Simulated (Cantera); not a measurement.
An isothermal, constant-pressure homogeneous reactor starts with CH4 : N2 = 5.5 : 1.3 (molar parts), at 1700 K and 10.00 Torr.

Computed with Cantera and GRI-Mech 3.0 (53 species, 325 reactions). GRI-Mech 3.0 stops at C3 and has no aromatics, soot or wall deposition, so with more carbon than oxygen in the feed, carbon stays in small species such as C2H2 where larger ones or solid carbon would form. Radical loss at walls, strong at low pressure, is not modelled.

Task: Predict: x(CH4) at 6.00 s; x(H) at 6.00 s; x(C2H6) at 6.00 s; x(C2H2) at 6.00 s; x(HCN) at 6.00 s.

Result: 
- x(CH4) at 6.00 s: 0.00215 (gas-phase equilibrium 0.000403)
- x(H) at 6.00 s: 0.00104 (gas-phase equilibrium 0.00105)
- x(C2H6) at 6.00 s: 2.91e-8 (gas-phase equilibrium 1.65e-9)
- x(C2H2) at 6.00 s: 0.223 (gas-phase equilibrium 0.190)
- x(HCN) at 6.00 s: 8.94e-7 (gas-phase equilibrium 0.0674)
